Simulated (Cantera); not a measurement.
An adiabatic, constant-volume homogeneous reactor starts with 16.8 % H2, 17.4 % O2, 65.8 % N2, equivalence ratio 0.48, at 1198 K and 22000 Pa.

Model: the H2/O2 subset of GRI-Mech 3.0, which has no nitrogen chemistry, integrated in Cantera.

Predict: time of steepest temperature rise; temperature at 0.100 s; equilibrium temperature; x(H2) at 0.100 s; x(O2) at 0.100 s; x(H2O) at 0.100 s; x(OH) at 0.100 s; x(H) at 0.100 s; x(O) at 0.100 s.


| Item | Result |
|---|---|
| time of steepest temperature rise | 0.210 ms |
| temperature at 0.100 s | 2478 K |
| equilibrium temperature | 2478 K |
| x(H2) at 0.100 s | 0.00451 (gas-phase equilibrium 0.00451) |
| x(O2) at 0.100 s | 0.0931 (gas-phase equilibrium 0.0931) |
| x(H2O) at 0.100 s | 0.167 (gas-phase equilibrium 0.167) |
| x(OH) at 0.100 s | 0.0177 (gas-phase equilibrium 0.0177) |
| x(H) at 0.100 s | 0.00237 (gas-phase equilibrium 0.00237) |
| x(O) at 0.100 s | 0.00613 (gas-phase equilibrium 0.00613) |
